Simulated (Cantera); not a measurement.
A closed system holds: 1 mol C3H6, 4 mol H2, 0.24 mol N2, held at 1575 K and 120000 Pa.

Cantera equilibrium calculation (NASA polynomials, part measured and part estimated; ideal gas, pure solids and liquids). Candidate condensed phases: C, C6H6, C7H8, C8H18; 92 gas species. The numbers say what is thermodynamically allowed, not how fast it happens.

Base state: H2 0.965, N2 0.0331, CH4 0.00203, HCN 0.000312, H 3.73e-5, C2H2 (acetylene) 2.04e-5, NH3 1.03e-5 (mole fractions); condensed: C(graphite).

### Question
What changes in the equilibrium state with this change: temperature from 1575 K to 1398.15 K?

### Answer
```csv
species,before,after
H2,0.965,0.962
N2,0.0331,0.0333
CH4,0.00203,0.00484
HCN,0.000312,8.74e-5
H,3.73e-5,4.24e-6
C2H2 (acetylene),2.04e-5,2.36e-6
"C(graphite), mol",2.98,2.96
```
